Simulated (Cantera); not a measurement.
What does this Cantera script print?

```python
import numpy as np
import cantera as ct

gas_names = """
    B BN B2 N N2
""".split()
cond_names = """
    B(b) B(L) BN(s)
""".split()


# ... load() reads the species with a 1 bar reference pressure and builds the phases ...
atoms = {
    'B': {'B': 1},
    'N2': {'N': 2},
}
top_T = {'BN(s)': 3200}  # K; cautious upper limits of use, not melting points


# ... equilibrate(T, P, feed) seeds the gas with the atoms and calls Mixture.equilibrate('TP', solver="vcs", rtol=1e-11, max_steps=5000) ...
results = []
feed = {'B': 1, 'N2': 39}  # mol
T = 1348.15  # K
P = 1333.22  # Pa
mix = equilibrate(T, P, feed)
results.append((T, P, feed, dict(zip(mix.species_names, mix.species_moles))))
x = sorted(zip(gas.X, gas.species_names), reverse=True)
print(f"T = {T:g} K  P = {P:g} Pa  gas = {mix.phase_moles(0):.4g} mol")
print("   x: " + "  ".join(f"{s} {v:.3e}" for v, s in x if v > 1e-06))
print("   condensed (mol): " + ("  ".join(f"{mix.phase(i).name} {mix.phase_moles(i):.4g}"
      for i in range(1, mix.n_phases) if mix.phase_moles(i) > 1e-12) or "none"))
```

Output:

```
T = 1348.15 K  P = 1333.22 Pa  gas = 38.5 mol
   x: N2 1.000e+00
   condensed (mol): BN(s) 1
```

Equilibrium computed with Cantera from the NASA thermochemical tables; the gas is ideal and each condensed phase is pure. N2 is the only nitrogen source here; it is nearly inert below about 1500 K, so the nitride shown seldom forms there in practice.
